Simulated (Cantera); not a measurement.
## Ignition delay

Mixture: 6.13 % CH4, 12.4 % O2, 81.5 % N2, at 19.7 atm, adiabatic and at constant pressure. Ignition delay is the time to a rise of 400 K.

Model: GRI-Mech 3.0 (53 species, 325 reactions), integrated in Cantera. The pressure lies above the range GRI-Mech 3.0 was tuned for (to about 10 atm).

```json
[
 {"T0 (K)": "1150", "delay (ms)": "6.59"},
 {"T0 (K)": "1225", "delay (ms)": "2.69"},
 {"T0 (K)": "1300", "delay (ms)": "1.19"},
 {"T0 (K)": "1375", "delay (ms)": "0.561"},
 {"T0 (K)": "1450", "delay (ms)": "0.274"},
 {"T0 (K)": "1525", "delay (ms)": "0.138"},
 {"T0 (K)": "1600", "delay (ms)": "0.0716"},
 {"T0 (K)": "1675", "delay (ms)": "0.0382"},
 {"T0 (K)": "1750", "delay (ms)": "0.0212"}
]
```

```yaml
apparent activation energy between 1600 and 1750 K: 190 kJ/mol
```
